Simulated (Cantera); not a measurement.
A closed system holds: 1 mol PbS, 660 mol H2, 25 mol N2, held at 10.0 mbar.

Method: chemical equilibrium by Gibbs-energy minimisation in Cantera with the NASA 1993 tables (ideal gas, pure condensed phases). Candidate condensed phases: Pb, PbS, S; 18 gas species. Rates play no part.

Task: At 750 K, list the 3 most abundant gas species with their mole fractions, and the condensed phases.

Result: H2 0.963, N2 0.0365, H2S 0.000829. Condensed: Pb(l) + PbS(s).
